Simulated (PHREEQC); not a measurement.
0.37 g of hydrous ferric oxide (600 m²/g; 0.2 weak and 0.005 strong sites per Fe, Dzombak-Morel constants, diffuse double layer) in 1 kg of water with 0.01 mol/kgw of an inert sodium salt and 5.9e-05 mol Na2HAsO4, at 25 °C; the pH is set by adding NaOH or the inert anion's acid. Oxygen is held at 0.21 atm. The system is closed to CO2. Nothing may precipitate in this run.

The numbers come from PHREEQC with the ion-association model, wateq4f.dat.

Problem. Predict surface charge σ (C/m²), surface potential ψ (mV) at pH = 3, 4.5, 7, 8, 9.

Solution. 
```json
[
 {"pH": "3", "surface charge σ (C/m²)": "0.292", "surface potential ψ (mV)": "197"},
 {"pH": "4.5", "surface charge σ (C/m²)": "0.138", "surface potential ψ (mV)": "162"},
 {"pH": "7", "surface charge σ (C/m²)": "0.011", "surface potential ψ (mV)": "42"},
 {"pH": "8", "surface charge σ (C/m²)": "-0.003", "surface potential ψ (mV)": "-14"},
 {"pH": "9", "surface charge σ (C/m²)": "-0.020", "surface potential ψ (mV)": "-67"}
]
```

The oxide is taken as insoluble; below pH 4 it would dissolve.
